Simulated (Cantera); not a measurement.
Charge: 1 mol MgO, 17 mol CO, 17 mol H₂, at 1975 K and 10.0 Pa.

Cantera equilibrium calculation (NASA polynomials, part measured and part estimated; ideal gas, pure solids and liquids). Candidate condensed phases: C, C₆H₆, C₇H₈, C₈H₁₈, H₂O, Mg, MgCO₃, MgO, Mg(OH)₂; 116 gas species. The numbers say what is thermodynamically allowed, not how fast it happens.

Base state: CO 0.459, H₂ 0.400, H 0.0865, Mg 0.0273, H₂O 0.0213, CO₂ 0.00546, OH 0.000440, O 7.01e-5 (mole fractions); condensed: gas only.

Problem. What changes in the equilibrium state with this change: temperature from 1975 K to 2048.15 K?

Solution. 
```json
[
 {"species": "CO", "before": "0.459", "after": "0.447"},
 {"species": "H₂", "before": "0.400", "after": "0.364"},
 {"species": "H", "before": "0.0865", "after": "0.135"},
 {"species": "H₂O", "before": "0.0213", "after": "0.0203"},
 {"species": "Mg", "before": "0.0273", "after": "0.0266"},
 {"species": "O", "before": "7.01e-5", "after": "0.000220"},
 {"species": "OH", "before": "0.000440", "after": "0.000822"},
 {"species": "CO₂", "before": "0.00546", "after": "0.00524"}
]
```

Problem. What changes in the equilibrium state with this change: temperature from 1975 K to 1923.15 K?

Solution. 
```json
[
 {"species": "CO", "before": "0.459", "after": "0.465"},
 {"species": "H₂", "before": "0.400", "after": "0.418"},
 {"species": "H", "before": "0.0865", "after": "0.0610"},
 {"species": "H₂O", "before": "0.0213", "after": "0.0218"},
 {"species": "Mg", "before": "0.0273", "after": "0.0277"},
 {"species": "O", "before": "7.01e-5", "after": "2.97e-5"},
 {"species": "OH", "before": "0.000440", "after": "0.000273"},
 {"species": "CO₂", "before": "0.00546", "after": "0.00563"}
]
```
